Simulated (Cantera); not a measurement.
A closed system holds: 1 mol SiHCl3, 0.019 mol C2H4, 820 mol H2, equilibrated at 2350 K and 18000 Pa.

Cantera equilibrium calculation (NASA polynomials, part measured and part estimated; ideal gas, pure solids and liquids). Candidate condensed phases: C, C6H6, C7H8, C8H18, Si, SiC; 109 gas species. The tables' values for SiCl are old estimates; treat these amounts as uncertain. Gases not in the tables: Si2H6 and higher silanes. The numbers say what is thermodynamically allowed, not how fast it happens.

Base state: H2 0.966, H 0.0289, HCl 0.00350, Si 0.000968, SiH 0.000136, Cl 7.50e-5, SiH2 6.73e-5, C2H2 (acetylene) 1.86e-5 (mole fractions); condensed: gas only.

**Question.** What changes in the equilibrium state with this change: temperature from 2350 K to 1700 K?

**Answer.** 
| species | before | after |
|---|---|---|
| H2 | 0.966 | 0.996 |
| HCl | 0.00350 | 0.00356 |
| H | 0.0289 | 0.000347 |
| Si | 0.000968 | 3.77e-6 |
| SiCl2 | 2.58e-6 | 4.55e-5 |
| C2H2 (acetylene) | 1.86e-5 | 1.61e-8 |
| Cl | 7.50e-5 | 9.62e-7 |
| SiH | 0.000136 | 2.47e-6 |
| Si(l), mol | 0 | 0.909 |
| SiC(s), mol | 0 | 0.0356 |
Mutual solubility and eutectic melting of coexisting phases are not modelled.

**Question.** What changes in the equilibrium state with this change: temperature from 2350 K to 1748 K?

**Answer.** 
```tsv
species	before	after
H2	0.966	0.996
HCl	0.00350	0.00356
H	0.0289	0.000537
Si	0.000968	8.09e-6
SiCl2	2.58e-6	4.24e-5
C2H2 (acetylene)	1.86e-5	4.00e-8
Cl	7.50e-5	1.48e-6
SiH	0.000136	4.56e-6
Si(l), mol	0	0.901
SiC(s), mol	0	0.0353
```
Mutual solubility and eutectic melting of coexisting phases are not modelled.
